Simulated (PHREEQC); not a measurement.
Na2CO3 is added in steps, without added water, to 1 kg of water holding 0.0015 mol/kgw HCl, 0.0003 mol/kgw Li2SO4 and 6.5e-05 mol/kgw MgSO4, at 40 °C. O2 is buffered at 0.21 atm. No CO2 enters from the air. The run lets Halite precipitate or redissolve, and no other solid.

Base run: PHREEQC, ion-association model, phreeqc.dat. Each further column changes one thing. The table gives HSO4- (mol/kgw).

```csv
Na2CO3 added (mol),base,metal-ligand complexes left out,database wateq4f.dat,Davies equation for every ion
0,4.96e-5,?,4.96e-5,4.93e-5
0.0002125,3.69e-5,?,3.69e-5,3.66e-5
0.0004958,1.83e-5,?,1.83e-5,1.82e-5
0.0007083,3.29e-6,3.36e-6,3.29e-6,3.27e-6
0.0009917,2.30e-8,?,2.30e-8,2.29e-8
0.001204,7.09e-9,?,7.09e-9,7.07e-9
0.001488,4.06e-10,4.03e-10,4.05e-10,4.05e-10
0.0017,3.14e-11,?,3.12e-11,3.14e-11
```

Task: Fill in the missing entries.

Result: 
- 0, metal-ligand complexes left out: 5.02e-5
- 0.0002125, metal-ligand complexes left out: 3.74e-5
- 0.0004958, metal-ligand complexes left out: 1.86e-5
- 0.0009917, metal-ligand complexes left out: 2.35e-8
- 0.001204, metal-ligand complexes left out: 7.24e-9
- 0.0017, metal-ligand complexes left out: 2.93e-11

Constants without temperature data keep their 25 °C values here. phreeqc.dat and wateq4f.dat share most of their constants, so their agreement is no independent check. Solids allowed in the column 'database wateq4f.dat': Brucite, Nesquehonite, Halite, Mirabilite, Epsomite, Nahcolite, Natron.
